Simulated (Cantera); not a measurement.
A closed system holds: 1 mol Fe, 1.2 mol CO₂, 1.8 mol H₂, held at 100000 Pa.

These are equilibrium values from Cantera (NASA tables, ideal gas, pure condensed phases), not measurements of a reactor. Candidate condensed phases: C, C₆H₆, C₇H₈, C₈H₁₈, Fe, Fe(CO)₅, FeO, Fe(OH)₂, Fe(OH)₃, Fe₂O₃, Fe₃O₄, H₂O; 114 gas species. Mutual solubility and eutectic melting of coexisting phases are not modelled. The tables' stoichiometric FeO is somewhat more stable than real wüstite, so its field is too wide. FeO: taken at fixed stoichiometry. Kinetics and transport are ignored.

Q: At 1425 K, list the 4 most abundant gas species with their mole fractions, and the condensed phases.

A: H₂ 0.433, CO 0.342, H₂O 0.167, CO₂ 0.0581. Condensed: Fe(γ) + FeO(s).
